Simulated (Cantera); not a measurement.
Input: 1 mol Hg, 7.2 mol H₂, held at 1525 K and 34.0 Pa.

Method: chemical equilibrium by Gibbs-energy minimisation in Cantera with the NASA 1993 tables (ideal gas, pure condensed phases). Candidate condensed phases: Hg; 3 gas species. The numbers say what is thermodynamically allowed, not how fast it happens.

Base state: H₂ 0.877, Hg 0.122, H 0.00120 (mole fractions); condensed: gas only.

What changes in the equilibrium state with this change: pressure from 34.0 Pa to 2.90 bar?


```json
[
 {"species": "H₂", "before": "0.877", "after": "0.878"},
 {"species": "Hg", "before": "0.122", "after": "0.122"},
 {"species": "H", "before": "0.00120", "after": "1.30e-5"}
]
```

What changes in the equilibrium state with this change: temperature from 1525 K to 1050 K?


```csv
species,before,after
H₂,0.877,0.878
Hg,0.122,0.122
H,0.00120,4.12e-7
```
